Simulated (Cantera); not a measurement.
Charge: 1 mol CH3SiH3, 0.47 mol CH4, 110 mol H2, at 1298 K and 75.0 Torr.

Method: chemical equilibrium by Gibbs-energy minimisation in Cantera with the NASA 1993 tables (ideal gas, pure condensed phases). Candidate condensed phases: C, C6H6, C7H8, C8H18, Si, SiC; 87 gas species. The feed counts by its element totals alone. Rates play no part.

Q: What is the equilibrium state?

A: 
```json
{
  "x(H2)": "0.999",
  "x(CH4)": "0.000795",
  "x(H)": "3.39e-6",
  "n(C(graphite))": "0.379 mol",
  "n(SiC(s))": "1.00 mol",
  "gas_amount": "113.8 mol",
  "log10 activity of Si(s) (absent)": "-2.53"
}
```
